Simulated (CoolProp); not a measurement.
Vapour-liquid equilibrium of propylene (1) + R142b (2) at 0.427 MPa; x and y are mole fractions of (1).

Values from CoolProp's multi-fluid Helmholtz-energy mixture model, Lemmon 2013 and Lemmon 2006; pair parameters Bell 2016.

| x | bubble temperature (K) | y at the bubble point | dew temperature at overall composition x (K) | liquid density (mol/L) |
|---|---|---|---|---|
| 0.05 | 301.9 | 0.145 | 304.6 | 11.01 |
| 0.15 | 294.5 | 0.376 | 301.8 | 11.30 |
| 0.25 | 288.1 | 0.542 | 298.7 | 11.57 |
| 0.35 | 282.8 | 0.660 | 295.4 | 11.83 |
| 0.45 | 278.4 | 0.746 | 291.8 | 12.06 |
| 0.55 | 274.7 | 0.811 | 287.8 | 12.29 |
| 0.65 | 271.6 | 0.863 | 283.3 | 12.51 |
| 0.75 | 268.9 | 0.906 | 278.2 | 12.73 |
| 0.85 | 266.5 | 0.945 | 272.4 | 12.96 |
| 0.95 | 264.2 | 0.982 | 266.1 | 13.20 |

No azeotrope shows between x = 0.05 and 0.95.

The pair parameters rest on a limited set of measurements; away from them the model extrapolates.
